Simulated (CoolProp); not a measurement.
A single-stage vapour-compression cycle with R115: evaporating at 216.15 K (dew point), condensing at 245.15 K (bubble point), superheat 10 K, subcooling 2 K, compressor efficiency 0.8, no pressure losses. Each further row changes one setting.

The numbers come from the reference Helmholtz-energy equation of state, Lemmon 2016 in CoolProp.

```json
[
 {"case": "as stated", "cooling COP": "?", "pressure ratio": "3.84", "discharge temperature (K)": "261.5", "refrigerating effect (kJ/kg)": "113", "volumetric capacity (kJ/m³)": "401"},
 {"case": "evaporating temperature 221.15 K", "cooling COP": "6.77", "pressure ratio": "2.96", "discharge temperature (K)": "259.9", "refrigerating effect (kJ/kg)": "116", "volumetric capacity (kJ/m³)": "525"},
 {"case": "condensing temperature 240.15 K", "cooling COP": "6.63", "pressure ratio": "?", "discharge temperature (K)": "255.9", "refrigerating effect (kJ/kg)": "118", "volumetric capacity (kJ/m³)": "418"},
 {"case": "subcooling 7 K", "cooling COP": "?", "pressure ratio": "3.84", "discharge temperature (K)": "261.5", "refrigerating effect (kJ/kg)": "118", "volumetric capacity (kJ/m³)": "418"},
 {"case": "superheat 20 K", "cooling COP": "?", "pressure ratio": "3.84", "discharge temperature (K)": "272.0", "refrigerating effect (kJ/kg)": "?", "volumetric capacity (kJ/m³)": "404"},
 {"case": "compressor efficiency 0.7", "cooling COP": "4.69", "pressure ratio": "3.84", "discharge temperature (K)": "265.8", "refrigerating effect (kJ/kg)": "113", "volumetric capacity (kJ/m³)": "401"}
]
```

Question: Some entries are withheld; supply them.

Answer: 
- as stated, cooling COP: 5.36
- condensing temperature 240.15 K, pressure ratio: 3.13
- subcooling 7 K, cooling COP: 5.58
- superheat 20 K, cooling COP: 5.40
- superheat 20 K, refrigerating effect (kJ/kg): 119
